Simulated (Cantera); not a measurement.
A perfectly stirred reactor is fed with H₂ : O₂ : N₂ = 0.019 : 1 : 0.4 (molar parts), at 20.0 Torr; it is held at 1400 K, and followed from long to short residence time.

Detailed kinetics in Cantera: the H2/O2 subset of GRI-Mech 3.0, which has no nitrogen chemistry. Radical loss at walls, strong at low pressure, is not modelled.

One state of this run: x H₂ = 2.92e-5; x O₂ = 0.701; x H = 4.62e-5; x O = 0.00184; x OH = 0.000729; x HO₂ = 4.17e-7; x H₂O = 0.0130. x: mole fraction; the columns are a selection and need not sum to one.

Task: Which value of τ (s) does it belong to?
A) 0.048
B) 0.0067
C) 0.95
D) 0.35

Result: C, 0.95
